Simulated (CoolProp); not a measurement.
Properties of methane at several states (Tc = -82.6 °C, pc = 4.599 MPa, ω = 0.011).

Computed with CoolProp (reference Helmholtz-energy equation of state, Setzmann 1991).

```json
[
 {"T (°C)": "65.25", "p (MPa)": "0.659", "phase": "gas", "density (kg/m³)": "3.784", "cp (kJ/(kg K))": "2.360", "cv (kJ/(kg K))": "1.818", "isothermal compressibility (1/MPa)": "1.528"},
 {"T (°C)": "-167.45", "p (MPa)": "0.0413", "phase": "gas", "density (kg/m³)": "0.7669", "cp (kJ/(kg K))": "2.141", "cv (kJ/(kg K))": "1.585", "isothermal compressibility (1/MPa)": "24.64"},
 {"T (°C)": "-50.95", "p (MPa)": "0.245", "phase": "gas", "density (kg/m³)": "2.152", "cp (kJ/(kg K))": "2.136", "cv (kJ/(kg K))": "1.593", "isothermal compressibility (1/MPa)": "4.128"},
 {"T (°C)": "82.45", "p (MPa)": "0.214", "phase": "gas", "density (kg/m³)": "1.163", "cp (kJ/(kg K))": "2.392", "cv (kJ/(kg K))": "1.867", "isothermal compressibility (1/MPa)": "4.681"}
]
```
